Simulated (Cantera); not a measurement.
Input: 1 mol MgO, 30 mol HBr, a varied amount of O2, held at 0.100 bar.

These are equilibrium values from Cantera (NASA tables, ideal gas, pure condensed phases), not measurements of a reactor. Candidate condensed phases: Br2, H2O, Mg, MgBr2, MgO, Mg(OH)2; 20 gas species. Equilibrium is a limit: real reactors are often held back by kinetics, nucleation or transport.

**Question.** What condenses at these points (T in K, n(O2) in mol): (1150, 3); (1450, 6); (1150, 3.6); (700, 2.4); (700, 3); (850, 4.2); (1750, 1.8)?

**Answer.** 
| T (K) | n(O2) in mol | condensed phases | Mg condensed (%) |
|---|---|---|---|
| 1150 | 3 | MgO | 89.7 |
| 1450 | 6 | MgO | 85.7 |
| 1150 | 3.6 | MgO | 93.5 |
| 700 | 2.4 | MgBr2 | 100.0 |
| 700 | 3 | MgBr2 + MgO | 100.0 |
| 850 | 4.2 | MgO | 100.0 |
| 1750 | 1.8 | gas only | 0.0 |
